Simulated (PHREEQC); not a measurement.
## Metal-bearing waste water: an equilibrium model

Dissolve 29 mmol/kgw FeCl3, 1.7 mmol/kgw CuCl2, 140 mmol/kgw NaH2PO4 and 25 mmol/kgw NaCl at 91 °C. Closed to the air; pH follows from the charge balance.

Model: ion-association model, wateq4f.dat, run in PHREEQC.

This is a speciation only: nothing precipitates in the calculation.

Problem. What pH does the model give?

Solution. pH 3.57.

Problem. In which forms is Cu present?

Solution. CuCl+ 52 %, Cu+2 46 %, CuCl2 2.4 % of the Cu.

Saturation is exceeded, for instance for Strengite, Hematite (slow to form); the values hold only as long as no solid forms. H3PO4, which wateq4f.dat lacks, is added to it with the constant of phreeqc.dat. Away from 25 °C the constants follow the database's enthalpies or fits; those with neither stay at their 25 °C values. The database has no phosphate complexes of Cu.
